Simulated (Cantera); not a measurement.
## Equilibrium for calcination and drying: MgSO4 + H2 + O2

Charge: 1 mol MgSO4, 1.7 mol H2, 0.99 mol O2, at 0.0420 bar.

Cantera equilibrium calculation (NASA polynomials, part measured and part estimated; ideal gas, pure solids and liquids). Candidate condensed phases: H2O, H2SO4, Mg, MgO, Mg(OH)2, MgS, MgSO4, S; 26 gas species. Equilibrium is a limit: real reactors are often held back by kinetics, nucleation or transport.

From 1375 K to 1775 K the condensed part is MgO(s). The main Mg-bearing gas is Mg(OH)2 throughout.

```tsv
T (K)	log p H2O	log p SO2	log p O2	log p OH	log p SO3	log p H2	n MgO(s)
1375	-1.67	-1.90	-2.10	-5.31	-4.08	-7.14	1.00
1425	-1.67	-1.90	-2.10	-5.09	-4.20	-6.80	1.00
1475	-1.67	-1.90	-2.10	-4.89	-4.32	-6.49	1.00
1525	-1.67	-1.90	-2.10	-4.70	-4.43	-6.20	1.00
1575	-1.67	-1.90	-2.10	-4.53	-4.53	-5.93	1.000
1625	-1.67	-1.90	-2.10	-4.36	-4.63	-5.68	1.000
1675	-1.67	-1.90	-2.10	-4.20	-4.72	-5.43	1.000
1725	-1.67	-1.90	-2.10	-4.06	-4.81	-5.21	1.000
1775	-1.67	-1.90	-2.10	-3.92	-4.89	-4.99	1.000
```
log p: log10 of the partial pressure in bar; n: condensed amount in mol.
